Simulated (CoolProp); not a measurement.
Vapour-liquid equilibrium of n-hexane (1) + dimethyl carbonate (2) at 12.3 bar; x and y are mole fractions of (1).

Computed with CoolProp (multi-fluid Helmholtz-energy mixture model, Thol 2019 and Zhou 2011; pair parameters Bell 2016).

Task: Give the bubble temperature and the first vapour's composition at x = 0.55, 0.65, 0.85. Is there an azeotrope?

Result: x = 0.55: 444.3 K, y = 0.593; x = 0.65: 443.8 K, y = 0.656; x = 0.85: 445.3 K, y = 0.816. y crosses x between x = 0.65 and 0.75: the model has an azeotrope there.

Pair parameters are fitted to limited data, so mixtures are less certain than the pure fluids.
